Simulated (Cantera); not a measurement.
**Hydrogen reduction and annealing atmospheres: TiO2 + H2**

Charge: 1 mol TiO2, 720 mol H2, at 0.990 bar.

Method: chemical equilibrium by Gibbs-energy minimisation in Cantera with the NASA 1993 tables (ideal gas, pure condensed phases). Candidate condensed phases: H2O, Ti, TiO, TiO2, Ti2O3, Ti3O5, Ti4O7; 12 gas species. Mutual solubility and eutectic melting of coexisting phases are not modelled. Condensed phases not in the tables: Magnéli phases beyond Ti4O7. Rates play no part.

At 777 °C the condensed part is TiO2(rutile) + Ti4O7(s). At 927 °C the condensed part is Ti4O7(s). From 1077 °C to 1227 °C the condensed part is Ti3O5(s). From 1377 °C to 1827 °C the condensed part is Ti2O3(s).

```csv
T (°C),x H2,x H,x H2O,x TiO,x OH,n TiO2(rutile),n Ti4O7(s),n Ti3O5(s),n Ti2O3(s)
777,1.000,8.15e-9,0.000158,<1e-12,<1e-12,0.545,0.114,0,0
927,1.000,1.98e-7,0.000347,<1e-12,<1e-12,0,0.250,0,0
1077,1.000,2.39e-6,0.000463,<1e-12,1.80e-11,0,0,0.333,0
1227,1.000,1.77e-5,0.000463,1.14e-12,2.34e-10,0,0,0.333,0
1377,0.999,9.13e-5,0.000694,1.18e-10,2.87e-9,0,0,0,0.500
1527,0.999,0.000360,0.000694,6.23e-9,1.65e-8,0,0,0,0.500
1677,0.998,0.00115,0.000694,1.74e-7,7.27e-8,0,0,0,0.500
1827,0.996,0.00313,0.000695,2.97e-6,2.60e-7,0,0,0,0.499
```
x: gas mole fraction; n: condensed amount in mol.
